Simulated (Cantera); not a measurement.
# Low-pressure radical oxidation in H2/O2

An isothermal, constant-pressure homogeneous reactor starts with 8.35 % H₂, 86.1 % O₂, 5.51 % H₂O, at 950 K and 10.00 Torr.

Cantera simulation using GRI-Mech 3.0 (53 species, 325 reactions); the numbers are that mechanism's predictions, not measurements. Radical loss at walls, strong at low pressure, is not modelled. The temperature is held fixed by assumption; the heat of reaction is taken as removed at once.

```
t (s)         x H₂   x O₂   x H₂O     x HO₂    x H₂O₂       x O      x OH
--------  --------  -----  ------  --------  --------  --------  --------
1.00e-6     0.0835  0.861  0.0551    <1e-12    <1e-12    <1e-12    <1e-12
5.68e-6     0.0835  0.861  0.0551    <1e-12    <1e-12    <1e-12    <1e-12
3.23e-5     0.0835  0.861  0.0551  5.36e-12    <1e-12    <1e-12    <1e-12
0.000184    0.0835  0.861  0.0551  3.08e-11    <1e-12  1.00e-11  6.14e-12
0.00104     0.0835  0.861  0.0551  2.03e-10    <1e-12  4.69e-10  1.89e-10
0.00593     0.0821  0.860  0.0562   9.66e-6   1.24e-8  0.000490  0.000197
0.0337    0.000429  0.854   0.144   8.56e-6   2.85e-7   0.00133  0.000513
0.192      1.22e-5  0.855   0.145   9.00e-7   1.05e-7   3.27e-5   7.33e-5
1.09       3.63e-7  0.855   0.145   7.06e-8   2.54e-8   1.86e-6   1.78e-5
6.19       2.24e-8  0.855   0.145   8.24e-9   6.11e-9   1.97e-7   5.79e-6
35.2       2.76e-9  0.855   0.145   1.28e-9   1.43e-9   2.79e-8   2.17e-6
200       4.17e-10  0.855   0.145  3.16e-10  3.00e-10   4.43e-9   8.63e-7
```
x: mole fraction; the columns are a selection and need not sum to one.

Equilibrium at this temperature and pressure: H₂ 2.49e-11, O₂ 0.855, H₂O 0.145, HO₂ 4.70e-10, H₂O₂ 2.22e-11, O 2.56e-10, OH 2.07e-7 (gas phase only).
